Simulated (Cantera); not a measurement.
Charge: 1 mol BN, 0.7 mol H₂O, 1.7 mol H₂, equilibrated at 0.173 Torr.

Cantera equilibrium calculation (NASA polynomials, part measured and part estimated; ideal gas, pure solids and liquids). Candidate condensed phases: B, BN, B₂O₃, B₃O₃H₃, H₂O; 39 gas species. Mutual solubility and eutectic melting of coexisting phases are not modelled. Rates play no part.

Question: Which condensed phases are stable at each of these points (T (K)): 1398, 1423, 1448, 1473, 1498, 1523, 1548, 1573, 1598, 1623, 1648, 1673, 1698?

Answer: 
```
T (K)  condensed phases  B condensed (%)
-----  ----------------  ---------------
1398    BN(s) + B₂O₃(l)             88.8
1423    BN(s) + B₂O₃(l)             81.3
1448    BN(s) + B₂O₃(l)             68.5
1473              BN(s)             49.2
1498              BN(s)             47.4
1523              BN(s)             45.3
1548              BN(s)             43.2
1573              BN(s)             40.9
1598              BN(s)             38.7
1623              BN(s)             36.6
1648              BN(s)             34.9
1673              BN(s)             33.4
1698              BN(s)             32.4
```

From 1398 K to 1448 K the condensed part is BN(s) + B₂O₃(l). From 1473 K to 1698 K the condensed part is BN(s).
